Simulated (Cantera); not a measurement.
An isothermal, constant-pressure homogeneous reactor starts with CO : O₂ : H₂O : N₂ = 0.0051 : 0.071 : 0.00017 : 1 (molar parts), equivalence ratio 0.036, at 1150 K and 1.60 bar.

Cantera simulation using GRI-Mech 3.0 (53 species, 325 reactions); the numbers are that mechanism's predictions, not measurements.

x: mole fraction; the columns are a selection and need not sum to one.

```json
[
 {"t (s)": "1.00e-5", "x CO": "0.00474", "x O₂": "0.0660", "x H₂O": "0.000158", "x NO₂": "<1e-12", "x NO": "<1e-12", "x N₂O": "<1e-12", "x H₂O₂": "<1e-12"},
 {"t (s)": "4.60e-5", "x CO": "0.00474", "x O₂": "0.0660", "x H₂O": "0.000158", "x NO₂": "<1e-12", "x NO": "<1e-12", "x N₂O": "<1e-12", "x H₂O₂": "<1e-12"},
 {"t (s)": "0.000211", "x CO": "0.00474", "x O₂": "0.0660", "x H₂O": "0.000158", "x NO₂": "<1e-12", "x NO": "<1e-12", "x N₂O": "<1e-12", "x H₂O₂": "<1e-12"},
 {"t (s)": "0.000972", "x CO": "0.00474", "x O₂": "0.0660", "x H₂O": "0.000158", "x NO₂": "<1e-12", "x NO": "<1e-12", "x N₂O": "3.84e-12", "x H₂O₂": "<1e-12"},
 {"t (s)": "0.00447", "x CO": "0.00474", "x O₂": "0.0660", "x H₂O": "0.000158", "x NO₂": "<1e-12", "x NO": "<1e-12", "x N₂O": "7.73e-11", "x H₂O₂": "<1e-12"},
 {"t (s)": "0.0206", "x CO": "0.00473", "x O₂": "0.0660", "x H₂O": "0.000158", "x NO₂": "<1e-12", "x NO": "<1e-12", "x N₂O": "3.70e-9", "x H₂O₂": "6.55e-10"},
 {"t (s)": "0.0946", "x CO": "0.00289", "x O₂": "0.0651", "x H₂O": "0.000156", "x NO₂": "1.35e-9", "x NO": "?", "x N₂O": "1.02e-6", "x H₂O₂": "1.22e-8"},
 {"t (s)": "0.435", "x CO": "0.000448", "x O₂": "0.0640", "x H₂O": "0.000158", "x NO₂": "1.73e-8", "x NO": "?", "x N₂O": "2.28e-6", "x H₂O₂": "2.41e-9"},
 {"t (s)": "2.00", "x CO": "1.71e-5", "x O₂": "0.0638", "x H₂O": "0.000158", "x NO₂": "4.66e-8", "x NO": "?", "x N₂O": "2.15e-6", "x H₂O₂": "8.10e-11"}
]
```

Q: Fill in the missing entries.

A: 
- 0.0946, x NO: 3.25e-8
- 0.435, x NO: 2.63e-7
- 2.00, x NO: 4.06e-7
